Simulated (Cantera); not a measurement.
# Adiabatic ignition

An adiabatic, constant-pressure homogeneous reactor starts with CH4 : O2 : N2 : H2O = 1 : 1.82 : 6.84 : 0.59 (molar parts), equivalence ratio 1.1, at 1700 K and 22.0 bar.

Model: GRI-Mech 3.0 (53 species, 325 reactions), integrated in Cantera. The pressure lies above the range GRI-Mech 3.0 was tuned for (to about 10 atm). Above 3000 K some thermodynamic fits are extrapolated.

```tsv
t (s)	T (K)	x CH4	x O2	x H2O	x HCN	x NO
4.00e-6	1701	0.0968	0.177	0.0580	<1e-12	6.65e-12
1.10e-5	1719	0.0916	0.174	0.0616	9.95e-12	8.23e-11
3.03e-5	3006	<1e-12	0.00927	0.210	7.74e-9	0.00133
8.35e-5	2995	<1e-12	0.00809	0.210	1.78e-8	0.00562
0.000230	2988	<1e-12	0.00749	0.210	2.37e-8	0.00790
0.000632	2988	<1e-12	0.00746	0.210	2.39e-8	0.00800
0.00174	2988	<1e-12	0.00746	0.210	2.39e-8	0.00800
0.00479	2988	<1e-12	0.00746	0.210	2.39e-8	0.00800
0.0132	2988	<1e-12	0.00746	0.210	2.39e-8	0.00800
0.0363	2988	<1e-12	0.00746	0.210	2.39e-8	0.00800
0.100	2988	<1e-12	0.00746	0.210	2.39e-8	0.00800
```
x: mole fraction; the columns are a selection and need not sum to one.

```yaml
time_of_steepest_temperature_rise: 19.9 µs
temperature at 0.100 s: 2988 K
equilibrium_temperature: 2988 K
x(CH4) at 0.100 s: <1e-12 (gas-phase equilibrium <1e-12)
x(O2) at 0.100 s: 0.00746 (gas-phase equilibrium 0.00746)
x(H2O) at 0.100 s: 0.210 (gas-phase equilibrium 0.210)
```
